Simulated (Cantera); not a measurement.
What does this Cantera script print?

```python
import numpy as np
import cantera as ct

gas_names = """
    H H2 N NH NH2 NH3 N2 N2H2 N2H4 Pb Pb2
""".split()
cond_names = """
    Pb(cr) Pb(L)
""".split()


# ... load() reads the species with a 1 bar reference pressure and builds the phases ...
atoms = {
    'Pb': {'Pb': 1},
    'NH3': {'N': 1, 'H': 3},
    'H2': {'H': 2},
}
top_T = {}  # K; cautious upper limits of use, not melting points


# ... equilibrate(T, P, feed) seeds the gas with the atoms and calls Mixture.equilibrate('TP', solver="vcs", rtol=1e-11, max_steps=5000) ...
results = []
feed = {'Pb': 1, 'NH3': 0.72, 'H2': 300}  # mol
T = 1825  # K
P = 61  # Pa
mix = equilibrate(T, P, feed)
results.append((T, P, feed, dict(zip(mix.species_names, mix.species_moles))))
print(gas.report(threshold=0.0001))
for i in range(1, mix.n_phases):
    print(f"{mix.phase(i).name:16s} {mix.phase_moles(i):12.5e} mol")
```

It prints:

```
       temperature   1825 K
          pressure   61 Pa
           density   1.086e-05 kg/m^3
  mean mol. weight   2.7013 kg/kmol
   phase of matter   gas

                          1 kg             1 kmol
                     ---------------   ---------------
          enthalpy        1.8962e+07        5.1223e+07  J
   internal energy        1.3345e+07        3.6049e+07  J
           entropy             91615        2.4748e+05  J/K
    Gibbs function       -1.4824e+08       -4.0044e+08  J
 heat capacity c_p             12339             33333  J/K
 heat capacity c_v            9261.6             25019  J/K

                      mass frac. Y      mole frac. X     chem. pot. / RT
                     ---------------   ---------------   ---------------
                 H         0.0065798          0.017633           -13.309
                H2           0.72981           0.97791           -26.617
                N2          0.012235         0.0011798            -40.78
                Pb           0.25138         0.0032773           -23.794
     [   +7 minor]        1.1337e-08        7.4274e-10

Pb(L)             0.00000e+00 mol
```

Equilibrium computed with Cantera from the NASA thermochemical tables; the gas is ideal and each condensed phase is pure.
